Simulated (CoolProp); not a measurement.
R142b at 293.15 K and 2.24 MPa is throttled through a valve to 1.11 MPa with no heat exchange. Each further row changes one setting.

Computed with CoolProp (reference Helmholtz-energy equation of state, Lemmon 2006). It is a short technical equation, of lower accuracy than the large ones.

```json
[
 {"case": "as stated", "temperature change (K)": "___", "final density (kg/m³)": "1130"},
 {"case": "outlet pressure 0.333 MPa", "temperature change (K)": "___", "final density (kg/m³)": "___"},
 {"case": "outlet pressure 1.44 MPa", "temperature change (K)": "___", "final density (kg/m³)": "1130"}
]
```

Task: Some entries are withheld; supply them.

Result: 
- as stated, temperature change (K): +0.3
- outlet pressure 0.333 MPa, temperature change (K): +0.5
- outlet pressure 0.333 MPa, final density (kg/m³): 1120
- outlet pressure 1.44 MPa, temperature change (K): +0.2
